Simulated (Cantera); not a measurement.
Input: 1 mol Si3N4, 0.59 mol O2, 52 mol N2, 0.15 mol CO2, equilibrated at 5.93 Torr.

Equilibrium computed with Cantera from the NASA thermochemical tables; the gas is ideal and each condensed phase is pure. Candidate condensed phases: C, Si, SiC, SiO2, Si2N2O, Si3N4; 34 gas species. Mutual solubility and eutectic melting of coexisting phases are not modelled. Equilibrium is a limit: real reactors are often held back by kinetics, nucleation or transport.

Task: Which condensed phases are stable at each of these points (T (K)): 950, 1050, 1150, 1250, 1350, 1450, 1550, 1650, 1750, 1850?

Result: 
```tsv
T (K)	condensed phases	Si condensed (%)
950	C(graphite) + Si2N2O(s) + Si3N4(s)	100.0
1050	C(graphite) + Si2N2O(s) + Si3N4(s)	100.0
1150	C(graphite) + Si2N2O(s) + Si3N4(s)	100.0
1250	C(graphite) + Si2N2O(s) + Si3N4(s)	100.0
1350	C(graphite) + Si2N2O(s) + Si3N4(s)	100.0
1450	SiC(s) + Si2N2O(s)	100.0
1550	SiC(s) + Si2N2O(s) + Si3N4(s)	99.8
1650	SiC(s) + Si2N2O(s) + Si3N4(s)	97.7
1750	Si2N2O(s) + Si3N4(s)	73.8
1850	Si(l)	53.9
```

From 950 K to 1350 K the condensed part is C(graphite) + Si2N2O(s) + Si3N4(s). At 1450 K the condensed part is SiC(s) + Si2N2O(s). From 1550 K to 1650 K the condensed part is SiC(s) + Si2N2O(s) + Si3N4(s). At 1750 K the condensed part is Si2N2O(s) + Si3N4(s). At 1850 K the condensed part is Si(l).
